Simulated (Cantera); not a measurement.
Input (Python, Cantera) and output of one run.

```python
import numpy as np
import cantera as ct

gas_names = """
    AL ALCL ALCL2 ALCL3 ALN ALO ALOCL ALO2 AL2 AL2CL6 AL2O AL2O2 CL CLO CL2 N NO NO2 NO3 N2 N2O O O2 O3
""".split()
cond_names = """
    AL(cr) AL(L) ALCL3(s) ALCL3(L) ALN(s) AL2O3(a) AL2O3(L)
""".split()


# ... load() reads the species with a 1 bar reference pressure and builds the phases ...
atoms = {
    'AlN': {'AL': 1, 'N': 1},
    'Cl2': {'CL': 2},
    'O2': {'O': 2},
}
top_T = {'ALN(s)': 2750}  # K; cautious upper limits of use, not melting points


# ... equilibrate(T, P, feed) seeds the gas with the atoms and calls Mixture.equilibrate('TP', solver="vcs", rtol=1e-11, max_steps=5000) ...
results = []
feed = {'AlN': 1, 'Cl2': 13, 'O2': 2.4}  # mol
T = 1325  # K
P = 180  # Pa
mix = equilibrate(T, P, feed)
results.append((T, P, feed, dict(zip(mix.species_names, mix.species_moles))))
x = sorted(zip(gas.X, gas.species_names), reverse=True)
print(f"T = {T:g} K  P = {P:g} Pa  gas = {mix.phase_moles(0):.4g} mol")
print("   x: " + "  ".join(f"{s} {v:.3e}" for v, s in x if v > 1e-05))
print("   condensed (mol): " + ("  ".join(f"{mix.phase(i).name} {mix.phase_moles(i):.4g}"
      for i in range(1, mix.n_phases) if mix.phase_moles(i) > 1e-12) or "none"))
```

Output:

```
T = 1325 K  P = 180 Pa  gas = 17.63 mol
   x: CL2 5.963e-01  CL 2.810e-01  O2 9.382e-02  N2 2.833e-02  ALCL3 4.081e-04  CLO 1.153e-04  NO 5.886e-05
   condensed (mol): AL2O3(a) 0.4964
```

Method: chemical equilibrium by Gibbs-energy minimisation in Cantera with the NASA 1993 tables (ideal gas, pure condensed phases).
